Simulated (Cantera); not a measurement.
Input: 1 mol CH2F2, 1.3 mol CH4, 18 mol H2, held at 0.0440 bar.

Equilibrium computed with Cantera from the NASA thermochemical tables; the gas is ideal and each condensed phase is pure. Candidate condensed phases: C, C6H6, C7H8, C8H18; 95 gas species. Kinetics and transport are ignored.

Task: Which condensed phases are stable at each of these points (T (K)): 1498, 1648, 1798, 1948, 2098, 2248, 2398, 2548, 2698, 2848, 2998, 3148, 3298?

Result: 
```json
[
 {"T (K)": "1498", "condensed phases": "C(graphite)", "C condensed (%)": "99.9"},
 {"T (K)": "1648", "condensed phases": "C(graphite)", "C condensed (%)": "99.9"},
 {"T (K)": "1798", "condensed phases": "C(graphite)", "C condensed (%)": "99.7"},
 {"T (K)": "1948", "condensed phases": "C(graphite)", "C condensed (%)": "99.0"},
 {"T (K)": "2098", "condensed phases": "C(graphite)", "C condensed (%)": "97.4"},
 {"T (K)": "2248", "condensed phases": "C(graphite)", "C condensed (%)": "94.2"},
 {"T (K)": "2398", "condensed phases": "C(graphite)", "C condensed (%)": "88.0"},
 {"T (K)": "2548", "condensed phases": "C(graphite)", "C condensed (%)": "77.8"},
 {"T (K)": "2698", "condensed phases": "C(graphite)", "C condensed (%)": "61.9"},
 {"T (K)": "2848", "condensed phases": "C(graphite)", "C condensed (%)": "36.6"},
 {"T (K)": "2998", "condensed phases": "gas only", "C condensed (%)": "0.0"},
 {"T (K)": "3148", "condensed phases": "gas only", "C condensed (%)": "0.0"},
 {"T (K)": "3298", "condensed phases": "gas only", "C condensed (%)": "0.0"}
]
```

From 1498 K to 2848 K the condensed part is C(graphite). From 2998 K to 3298 K nothing is condensed.
